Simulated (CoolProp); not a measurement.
Model: reference Helmholtz-energy equation of state, Tillner-Roth 1994, in CoolProp.

Give the vapour pressure (MPa), liquid density (kg/m³), surface tension (mN/m), vapour viscosity (µPa s) of saturated R134a at 4.45, 66.25 °C.


| T (°C) | p (MPa) | liquid density (kg/m³) | surface tension (mN/m) | vapour viscosity (µPa s) |
|---|---|---|---|---|
| 4.45 | 0.343 | 1280 | 10.8 | 10.9 |
| 66.25 | 1.94 | 1020 | 3.04 | 14.1 |

Viscosity comes from a separate model (Huber 2003), an estimate that may be off by 10 % or more. Surface tension comes from a separate correlation (Mulero 2012).
